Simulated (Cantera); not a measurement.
Cantera run, input and output.

```python
import numpy as np
import cantera as ct

gas = ct.Solution("gri30.yaml")
gas.TPX = 1648, 100000, {'CH4': 1, 'CO2': 0.84, 'H2': 0.074}
reactor = ct.IdealGasConstPressureReactor(gas, energy="off", clone=False)
net = ct.ReactorNet([reactor])
net.rtol, net.atol = 1e-08, 1e-18
show = ['CH4', 'CO2', 'H2', 'O', 'C2H', 'C2H4', 'OH']
times = np.geomspace(0.0007, 70, 11)

steps = ct.SolutionArray(gas, extra=["t"])
rows = []
print(f"{'t/s':>10s}{'T/K':>9s}{'P/Pa':>11s}" + "".join(f"{s:>11s}" for s in show))
for t in times:
    while net.time < t:
        t_next = net.step()
        steps.append(gas.state, t=t_next)
    rows.append([np.interp(t, steps.t, y) for y in (steps.T, steps.P, *steps(*show).X.T)])
    print(f"{t:10.3e}{rows[-1][0]:9.1f}{rows[-1][1]:11.4g}" + "".join(f"{x:11.3e}" for x in rows[-1][2:]))
rate = np.gradient(steps.T, steps.t)
print("integrator steps:", len(steps.t))
if steps.T.max() > steps.T[0] + 200:
    print(f"time of steepest temperature rise: {steps.t[rate.argmax()]:.4e} s")
gas.TPX = 1648, 100000, {'CH4': 1, 'CO2': 0.84, 'H2': 0.074}
gas.equilibrate("TP")
print(f"equilibrium (TP): T = {gas.T:.1f} K  " + "  ".join(f"{s} {gas[s].X[0]:.3e}" for s in show))
```

It prints:

```
       t/s      T/K       P/Pa        CH4        CO2         H2          O        C2H       C2H4         OH
 7.000e-04   1648.0      1e+05  5.099e-01  4.365e-01  4.653e-02  5.038e-12  1.876e-10  2.653e-03  5.452e-08
 2.214e-03   1648.0      1e+05  4.709e-01  4.250e-01  7.762e-02  9.293e-12  4.053e-09  1.062e-02  1.044e-07
 7.000e-03   1648.0      1e+05  3.771e-01  3.846e-01  1.568e-01  1.284e-11  2.083e-08  1.030e-02  2.159e-07
 2.214e-02   1648.0      1e+05  2.373e-01  2.922e-01  2.457e-01  1.900e-11  4.668e-08  5.073e-03  5.000e-07
 7.000e-02   1648.0      1e+05  9.940e-02  1.382e-01  2.735e-01  3.179e-11  8.041e-08  3.385e-03  1.153e-06
 2.214e-01   1648.0      1e+05  3.692e-02  5.668e-02  3.070e-01  3.931e-11  9.219e-08  3.081e-03  1.413e-06
 7.000e-01   1648.0      1e+05  2.644e-02  3.764e-02  3.740e-01  3.123e-11  6.177e-08  2.684e-03  9.012e-07
 2.214e+00   1648.0      1e+05  1.951e-02  1.976e-02  4.423e-01  2.038e-11  3.375e-08  1.890e-03  4.349e-07
 7.000e+00   1648.0      1e+05  1.369e-02  7.282e-03  4.917e-01  9.460e-12  1.730e-08  1.133e-03  1.530e-07
 2.214e+01   1648.0      1e+05  1.038e-02  1.388e-03  5.158e-01  2.076e-12  1.025e-08  7.194e-04  2.864e-08
 7.000e+01   1648.0      1e+05  9.526e-03  3.375e-05  5.215e-01  5.314e-14  8.694e-09  6.200e-04  6.937e-10
integrator steps: 1897
equilibrium (TP): T = 1648.0 K  CH4 9.505e-03  CO2 1.560e-06  H2 5.216e-01  O 3.253e-15  C2H 8.658e-09  C2H4 6.177e-04  OH 3.213e-11
```

Cantera simulation using GRI-Mech 3.0 (53 species, 325 reactions); the numbers are that mechanism's predictions, not measurements.
